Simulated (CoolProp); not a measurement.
Properties of CH2F2 (R32) at several states.

Values from CoolProp's reference Helmholtz-energy equation of state, Tillner-Roth 1997.

```json
[
 {"T (K)": "341.2", "p (bar)": "212", "phase": "liquid", "density (kg/m³)": "913.4", "cp (kJ/(kg K))": "1.802", "cv (kJ/(kg K))": "0.9847", "Prandtl number": "1.46", "fugacity coefficient": "0.2115"},
 {"T (K)": "158.7", "p (bar)": "115", "phase": "liquid", "density (kg/m³)": "1385", "cp (kJ/(kg K))": "1.558", "cv (kJ/(kg K))": "1.019", "Prandtl number": "6.98", "fugacity coefficient": "0.0001089"},
 {"T (K)": "300.3", "p (bar)": "112", "phase": "liquid", "density (kg/m³)": "1003", "cp (kJ/(kg K))": "1.755", "cv (kJ/(kg K))": "0.9522", "Prandtl number": "1.59", "fugacity coefficient": "___"},
 {"T (K)": "259.5", "p (bar)": "0.106", "phase": "gas", "density (kg/m³)": "0.2561", "cp (kJ/(kg K))": "___", "cv (kJ/(kg K))": "0.6146", "Prandtl number": "___", "fugacity coefficient": "0.9978"},
 {"T (K)": "324.6", "p (bar)": "40.9", "phase": "liquid", "density (kg/m³)": "843.6", "cp (kJ/(kg K))": "___", "cv (kJ/(kg K))": "0.9986", "Prandtl number": "1.70", "fugacity coefficient": "0.5839"}
]
```

### Question
What belongs in the gaps?

### Answer

- 300.3, fugacity coefficient: 0.1548
- 259.5, cp (kJ/(kg K)): 0.7765
- 259.5, Prandtl number: 0.831
- 324.6, cp (kJ/(kg K)): 2.356

Viscosity comes from a separate model (Bell 2016), an estimate that may be off by 10 % or more. Thermal conductivity comes from a separate model (Huber 2003), an estimate that may be off by 10 % or more.
